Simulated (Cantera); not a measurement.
Input: 1 mol CaO, 36 mol HF, 12 mol H₂, at 2600 Pa.

Method: chemical equilibrium by Gibbs-energy minimisation in Cantera with the NASA 1993 tables (ideal gas, pure condensed phases). Candidate condensed phases: Ca, CaF₂, CaO, Ca(OH)₂, H₂O; 29 gas species. Rates play no part.

log p: log10 of the partial pressure in bar; n: condensed amount in mol.

| T (°C) | log p HF | log p H₂ | log p H₂O | log p CaF₂ | log p H | n CaF₂(s) | n CaF₂(l) |
|---|---|---|---|---|---|---|---|
| 427 | -1.73 | -2.18 | -3.26 | <-13 | <-13 | 1.00 | 0 |
| 527 | -1.73 | -2.18 | -3.26 | <-13 | ? | 1.00 | 0 |
| 627 | -1.73 | -2.18 | -3.26 | <-13 | -11.02 | 1.00 | 0 |
| 727 | -1.73 | -2.18 | -3.26 | ? | ? | 1.00 | 0 |
| 827 | -1.73 | -2.18 | -3.26 | -10.89 | -8.68 | 1.00 | 0 |
| 927 | -1.73 | -2.18 | -3.26 | -9.23 | -7.79 | 1.000 | 0 |
| 1027 | -1.73 | -2.18 | -3.26 | -7.84 | -7.05 | 1.000 | 0 |
| 1127 | -1.73 | -2.18 | -3.26 | -6.66 | -6.40 | 1.000 | 0 |
| 1227 | -1.73 | -2.18 | -3.26 | -5.66 | -5.84 | 0.996 | 0 |
| 1327 | -1.73 | -2.18 | -3.26 | -4.80 | -5.35 | 0.971 | 0 |
| 1427 | -1.73 | -2.18 | -3.26 | -4.06 | -4.92 | 0 | 0.843 |

Complete the blanks.


- 727, log p CaF₂: -12.90
- 727, log p H: -9.73
- 527, log p H: -12.63
